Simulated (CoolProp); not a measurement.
The numbers come from the reference Helmholtz-energy equation of state, Thol 2016 in CoolProp.

Question: For hexamethyldisiloxane (MM), give the phase and the cp (kJ/(kg K)), fugacity coefficient at 525.5 K and 1070 kPa; 525.5 K and 2150 kPa; 525.5 K and 3750 kPa.

Answer: 
- 525.5 K and 1070 kPa: gas; cp 2.22, fugacity coefficient 0.816
- 525.5 K and 2150 kPa: supercritical; cp 10.5, fugacity coefficient 0.630
- 525.5 K and 3750 kPa: supercritical; cp 2.69, fugacity coefficient 0.418
